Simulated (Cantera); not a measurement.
An isothermal, constant-pressure homogeneous reactor starts with 1.49 % CH4, 98.5 % N2, at 1475 K and 6.00 Torr.

Detailed kinetics in Cantera: GRI-Mech 3.0 (53 species, 325 reactions). GRI-Mech 3.0 stops at C3 and has no aromatics, soot or wall deposition, so with more carbon than oxygen in the feed, carbon stays in small species such as C2H2 where larger ones or solid carbon would form. Radical loss at walls, strong at low pressure, is not modelled.

Task: Predict: x(CH4) at 3.00 s; x(C2H2) at 3.00 s; x(H) at 3.00 s; x(CH2) at 3.00 s.

Result: 
- x(CH4) at 3.00 s: 0.0141 (gas-phase equilibrium 8.09e-7)
- x(C2H2) at 3.00 s: 0.000127 (gas-phase equilibrium 0.000769)
- x(H) at 3.00 s: 6.75e-7 (gas-phase equilibrium 2.17e-5)
- x(CH2) at 3.00 s: 2.70e-8 (gas-phase equilibrium 1.27e-11)
